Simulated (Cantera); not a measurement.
A counterflow diffusion flame at 2.10 bar, nozzles 20 mm apart: fuel side 76.3 % H2, 23.7 % N2 at 600 K, oxidiser side 28.0 % O2, 72.0 % N2 at 550 K, fuel mass flux 0.49 times the oxidiser's; mixture-averaged transport, no radiation.

Cantera simulation using the H2/O2 subset of GRI-Mech 3.0, which has no nitrogen chemistry; the numbers are that mechanism's predictions, not measurements. The hydrogen kinetics of GRI-Mech 3.0 are dated; newer H2 mechanisms differ, most at raised pressure. The maximum strain rate includes the flame's own expansion and is several times the mean.

x: mole fraction; the columns are a selection and need not sum to one.

```csv
oxidiser flux (kg/m²/s),max strain (1/s),mean strain (1/s),T max (K),peak x OH,peak x H,peak x H2O,peak x HO2
1.3,546,141,2754,0.0282,0.0141,0.331,1.99e-5
1.9,(withheld),206,2743,0.0286,0.0148,0.329,(withheld)
2.9,1160,315,2720,0.0289,0.0158,0.327,4.20e-5
4.4,1700,478,2686,0.0292,0.0172,0.324,5.89e-5
6.6,2480,717,2639,0.0294,0.0191,0.321,8.10e-5
10,3620,1090,2586,0.0298,0.0217,0.317,0.000109
15,(withheld),1630,2521,0.0300,(withheld),0.313,(withheld)
23,7540,2500,2442,0.0298,0.0285,0.308,0.000180
```

Problem. Complete the blanks.

Solution. 
- 1.9, max strain (1/s): 787
- 1.9, peak x HO2: 2.87e-5
- 15, max strain (1/s): 5180
- 15, peak x H: 0.0247
- 15, peak x HO2: 0.000140
